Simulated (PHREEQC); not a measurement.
Sulfide liquor

Solution (25 °C): 0.00013 mol/kgw H2S, 0.095 mol/kgw NaCl and 0.0028 mol/kgw ZnCl2. Closed to the air; pH follows from the charge balance.

All values are PHREEQC results (ion-association model, wateq4f.dat), not measurements.

Precipitation was switched off in this run.

**Question.** What pH does the model give?

**Answer.** pH 4.00.

**Question.** In which forms is S present?

**Answer.** Zn(HS)2 94 %, H2S 5.7 % of the S.

The solution is supersaturated, for example in ZnS(a), Sphalerite (slow to form), so a real one may precipitate; this is no full list. Complexes and solids missing from the database can't appear. The polysulfide entries of wateq4f.dat were taken out for this run.
